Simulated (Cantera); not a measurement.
A closed system holds: 1 mol SiCl4, 0.81 mol N2O, a varied amount of H2, 0.16 mol NO, held at 1475 °C and 750 Torr.

Equilibrium computed with Cantera from the NASA thermochemical tables; the gas is ideal and each condensed phase is pure. Candidate condensed phases: H2O, NH4Cl, Si, SiO2, Si2N2O, Si3N4; 47 gas species. Mutual solubility and eutectic melting of coexisting phases are not modelled. The tables' values for SiCl3 are old estimates; treat these amounts as uncertain. The tables hold silica as quartz up to 1696 K and as liquid above; real silica turns to tridymite and cristobalite and melts near 1996 K. The numbers say what is thermodynamically allowed, not how fast it happens.

x: gas mole fraction; n: condensed amount in mol.

| n(H2) (mol) | x H2 | x HCl | x N2 | x SiCl4 | x SiCl2 | x SiCl3 | n SiO2(condensed) | n Si2N2O(s) |
|---|---|---|---|---|---|---|---|---|
| 2.5 | 0.191 | 0.599 | 0.148 | 0.0246 | 0.0180 | 0.0158 | 0.413 | 0.138 |
| 6.6 | 0.511 | 0.412 | 0.0659 | 0.00131 | 0.00542 | 0.00199 | 0.335 | 0.283 |
| 11 | ? | ? | ? | ? | ? | 0.000595 | 0.319 | 0.303 |
| 15 | 0.740 | ? | ? | ? | ? | 0.000285 | 0.311 | 0.308 |
| 19 | 0.787 | 0.182 | 0.0269 | 3.80e-5 | 0.00125 | 0.000163 | 0.304 | 0.308 |
| 23 | 0.820 | 0.154 | 0.0227 | 2.00e-5 | 0.000957 | 0.000104 | 0.299 | 0.307 |
| 27 | 0.844 | 0.133 | 0.0197 | 1.17e-5 | 0.000767 | 7.09e-5 | 0.293 | 0.305 |

Question: Complete the blanks.

Answer: 
- 11, x H2: 0.665
- 11, x HCl: 0.286
- 11, x N2: 0.0431
- 11, x SiCl4: 0.000237
- 11, x SiCl2: 0.00266
- 15, x HCl: 0.222
- 15, x N2: 0.0331
- 15, x SiCl4: 8.39e-5
- 15, x SiCl2: 0.00173
